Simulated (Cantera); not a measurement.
Charge: 1 mol SiCl₄, a varied amount of C₂H₂, 320 mol H₂, equilibrated at 1100 K and 0.470 bar.

Cantera equilibrium calculation (NASA polynomials, part measured and part estimated; ideal gas, pure solids and liquids). Candidate condensed phases: C, C₆H₆, C₇H₈, C₈H₁₈, Si, SiC; 109 gas species. Mutual solubility and eutectic melting of coexisting phases are not modelled. Rates play no part.

Task: What share of the Si ends up in condensed phases as a function of n(C₂H₂) (mol), at 0.083, 0.12, 0.16, 0.23, 0.33, 0.47, 0.66, 0.93, 1.3?

Result: 
| n(C₂H₂) (mol) | Si condensed (%) | as |
|---|---|---|
| 0.083 | 52.0 | Si(s) + SiC(s) |
| 0.12 | 52.0 | Si(s) + SiC(s) |
| 0.16 | 52.0 | Si(s) + SiC(s) |
| 0.23 | 52.0 | Si(s) + SiC(s) |
| 0.33 | 65.0 | SiC(s) |
| 0.47 | 88.2 | SiC(s) |
| 0.66 | 97.5 | SiC(s) |
| 0.93 | 99.0 | SiC(s) |
| 1.3 | 99.4 | SiC(s) |
